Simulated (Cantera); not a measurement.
Predominance diagram of Li at 952 °C against the partial pressures of O2 and H2O (log10, bar). Source: NASA polynomial tables (part measured, part estimated), evaluated in Cantera. Candidates: Li(l), LiH(l), LiOH(l), Li2O(s). Only these pure phases compete in this equilibrium. Not in the tables: the peroxide.

```
log p(H2O) \ log p(O2)
        columns: -21, -19.5, -18, -16.5, -15, -13.5, -12, -10.5, -9, -7.5, -6, -4.5, -3, -1.5, 0
      1  A A A A B B B B B B B B B B B
   -0.4  A A C C C C C C C C C C C C C
   -1.7  A C C C C C C C C C C C C C C
   -3.1  C C C C C C C C C C C C C C C
   -4.4  C C C C C C C C C C C C C C C
   -5.8  C C C C C C C C C C C C C C C
   -7.1  C C C C C C C C C C C C C C C
   -8.5  C C C C C C C C C C C C C C C
   -9.9  C C C C C C C C C C C C C C C
  -11.2  C C C C C C C C C C C C C C C
  -12.6  C C C C C C C C C C C C C C C
  -13.9  C C C C C C C C C C C C C C C
  -15.3  C C C C C C C C C C C C C C C
  -16.6  C C C C C C C C C C C C C C C
    -18  C C C C C C C C C C C C C C C
```

A: out of reach (another gas would pass 10 bar, or a non-metal would condense); B: LiOH(l); C: Li2O(s).
